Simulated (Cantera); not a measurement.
**CH₄ + O₂ + N₂ + H₂O (carbon deposition, reforming and gasification)**

Feed: 1 mol CH₄, 1 mol O₂, 2.5 mol N₂, 0.2 mol H₂O, at 1525 °C and 6.10 bar.

Method: chemical equilibrium by Gibbs-energy minimisation in Cantera with the NASA 1993 tables (ideal gas, pure condensed phases). Candidate condensed phases: C, C₆H₆, C₇H₈, C₈H₁₈, H₂O; 136 gas species. Kinetics and transport are ignored.

```yaml
x(N₂): 0.439
x(H₂): 0.208
x(H₂O): 0.178
x(CO): 0.143
x(CO₂): 0.0322
x(H): 6.50e-5
x(NH₃): 1.12e-5
x(OH): 3.67e-6
gas_amount: 5.700 mol
log10 activity of C(graphite) (absent): -3.53
```
